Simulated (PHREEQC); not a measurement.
A solution holds 11 mmol/kgw HF, 0.15 mmol/kgw KF and 3.6 mmol/kgw H3PO4, at 5 °C. Closed to the air; pH follows from the charge balance.

Equilibrium calculation in PHREEQC: ion-association model, wateq4f.dat.

Precipitation was switched off in this run.

### Question
What pH, ionic strength does the model give?

### Answer
pH 2.38; ionic strength 0.00458 mol/kgw.

### Question
In which forms is F present?

### Answer
HF 74 %, F- 18 %, H2F2 6.4 %, HF2- 0.9 % of the F.

wateq4f.dat counts part of the HF as a dimer, H2F2, which phreeqc.dat doesn't know; its constant is uncertain. H3PO4, which wateq4f.dat lacks, is added to it with the constant of phreeqc.dat. Away from 25 °C the constants follow the database's enthalpies or fits; those with neither stay at their 25 °C values.
